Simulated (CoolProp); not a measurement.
Nitrous oxide at several states: fugacity coefficient from the reference equation and from simpler models built on Tc = 309.5 K, pc = 7.245 MPa, ω = 0.161; each cubic takes its own stable root.

Model: reference Helmholtz-energy equation of state, Lemmon 2006, in CoolProp. It is a short technical equation, of lower accuracy than the large ones.

| T (K) | p (MPa) | phase | reference |
|---|---|---|---|
| 329.5 | 0.118 | gas | 0.9954 |
| 445.7 | 0.491 | gas | 0.9933 |
| 442.6 | 25.8 | supercritical | 0.7241 |
| 475 | 0.143 | gas | 0.9985 |
| 338 | 25 | supercritical | 0.3927 |

Task: How far does each simpler model (Soave-Redlich-Kwong, Peng-Robinson) lie from the reference over these 5 states: mean and median of the absolute difference, and the worst?

Result: 
- Soave-Redlich-Kwong: mean 2.4 %, median 0.1 %, worst +6.5 % at 338 K and 25 MPa
- Peng-Robinson: mean 0.6 %, median 0.1 %, worst -1.3 % at 338 K and 25 MPa
